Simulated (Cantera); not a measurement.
A perfectly stirred reactor is fed with CH4 : CO : O2 : N2 = 1 : 0.18 : 3.03 : 11.4 (molar parts), equivalence ratio 0.69, at 8.50 bar; it is adiabatic with a 800 K inlet, and is followed from long to short residence time, starting on the burning branch (τ in s: 0.18, 0.084, 0.04, 0.019, 0.009, 0.0043, 0.002, 0.00096, 0.00046, 0.00022, 0.0001, 4.9e-05, 2.3e-05).

Computed with Cantera and GRI-Mech 3.0 (53 species, 325 reactions).

x: mole fraction; the columns are a selection and need not sum to one.

```tsv
τ (s)	T (K)	x CH4	x CO	x O2	x OH	x CO2	x C2H2
0.18	2213	2.76e-7	0.000722	0.0580	0.00253	0.0752	1.30e-12
0.084	2215	5.81e-7	0.000742	0.0585	0.00256	0.0752	5.67e-12
0.040	2217	1.19e-6	0.000775	0.0591	0.00261	0.0752	2.35e-11
0.019	2219	2.45e-6	0.000833	0.0596	0.00266	0.0751	9.62e-11
0.0090	2219	4.99e-6	0.000943	0.0599	0.00273	0.0750	3.82e-10
0.0043	2217	…	…	0.0601	0.00285	0.0747	…
0.0020	2212	1.93e-5	0.00156	0.0604	0.00307	0.0743	4.53e-9
0.00096	2204	…	…	0.0607	…	0.0735	…
0.00046	2190	6.10e-5	0.00346	0.0613	0.00389	0.0722	2.63e-8
0.00022	2169	0.000105	0.00535	0.0622	0.00449	0.0701	5.17e-8
0.00010	2134	0.000188	0.00852	0.0638	0.00514	0.0667	1.01e-7
4.9e-5	2087	0.000336	0.0129	0.0663	0.00557	0.0618	1.95e-7
2.3e-5	2012	0.000709	0.0203	0.0711	0.00544	0.0535	4.92e-7
```

Problem. Some entries are withheld; supply them.

Solution. 
- 0.0043, x CH4: 9.88e-6
- 0.0043, x CO: 0.00115
- 0.0043, x C2H2: 1.38e-9
- 0.00096, x CH4: 3.50e-5
- 0.00096, x CO: 0.00227
- 0.00096, x OH: 0.00341
- 0.00096, x C2H2: 1.19e-8
